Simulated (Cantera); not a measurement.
Charge: 1 mol SiH₄, 2.1 mol N₂, 0.27 mol H₂, equilibrated at 677 °C and 0.0100 bar.

Method: chemical equilibrium by Gibbs-energy minimisation in Cantera with the NASA 1993 tables (ideal gas, pure condensed phases). Candidate condensed phases: Si, Si₃N₄; 18 gas species. N₂ is the only nitrogen source here; it is nearly inert below about 1500 K, so the nitride shown seldom forms there in practice. Equilibrium is a limit: real reactors are often held back by kinetics, nucleation or transport.

Base state: H₂ 0.613, N₂ 0.387 (mole fractions); condensed: Si₃N₄(s).

Q: What changes in the equilibrium state with this change: SiH₄ replaced by SiHCl₃?

A: 
```json
[
 {"species": "N₂", "before": "0.387", "after": "0.499"},
 {"species": "HCl", "before": "0", "after": "0.283"},
 {"species": "SiCl₄", "before": "0", "after": "0.141"},
 {"species": "H₂", "before": "0.613", "after": "0.0761"},
 {"species": "SiHCl₃", "before": "0", "after": "0.000174"},
 {"species": "SiCl₃", "before": "0", "after": "5.57e-5"},
 {"species": "Si₃N₄(s), mol", "before": "0.333", "after": "0.167"}
]
```
The tables' values for SiCl₃ are old estimates; treat these amounts as uncertain. Further candidate phases: NH₄Cl.

Q: What changes in the equilibrium state with this change: temperature from 677 °C to 1550 °C?

A: 
| species | before | after |
|---|---|---|
| H₂ | 0.613 | 0.517 |
| N₂ | 0.387 | 0.480 |
| H | 4.36e-9 | 0.00311 |
| Si | <1e-9 | 0.000442 |
| SiH | <1e-9 | 3.40e-5 |
| Si₂N | <1e-9 | 1.99e-5 |
| SiH₂ | <1e-9 | 1.82e-5 |
| SiN | <1e-9 | 1.27e-5 |
| Si₃N₄(s), mol | 0.333 | 0 |
| Si(l), mol | 0 | 0.998 |
The tables' values for SiN are old estimates; treat these amounts as uncertain. Gases not in the tables: Si₂H₆ and higher silanes.
